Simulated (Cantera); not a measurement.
A freely propagating, adiabatic, planar premixed flame of CH4 : C2H6 : O2 : N2 : CO2 = 1 : 1.1 : 5.85 : 18.7 : 1.3 (molar parts), unburnt at 350 K and 100.0 Torr; mixture-averaged transport, grid criteria slope 0.08 and curve 0.16, no radiation.

Detailed kinetics in Cantera: GRI-Mech 3.0 (53 species, 325 reactions). Burning velocities carry a grid error of a few per cent, more on coarse grids.

Problem. What does this change do: C2H6 1.1 to 0.88 parts?

Solution. 
```json
[
 {"quantity": "laminar burning velocity", "before": "71.6 cm/s", "after": "66.3 cm/s"},
 {"quantity": "thermal thickness", "before": "2.16 mm", "after": "2.27 mm"},
 {"quantity": "peak x(C2H4)", "before": "0.00308", "after": "0.00223"},
 {"quantity": "peak x(C2H)", "before": "9.26e-7", "after": "3.08e-7"},
 {"quantity": "peak x(CO)", "before": "0.0694", "after": "0.0573"}
]
```

Problem. What does this change do: 1.2 parts H2 added?

Solution. 
```json
[
 {"quantity": "laminar burning velocity", "before": "71.6 cm/s", "after": "87.0 cm/s"},
 {"quantity": "thermal thickness", "before": "2.16 mm", "after": "1.95 mm"},
 {"quantity": "peak x(C2H4)", "before": "0.00308", "after": "0.00266"},
 {"quantity": "peak x(C2H)", "before": "9.26e-7", "after": "1.19e-6"},
 {"quantity": "peak x(CO)", "before": "0.0694", "after": "0.0736"}
]
```
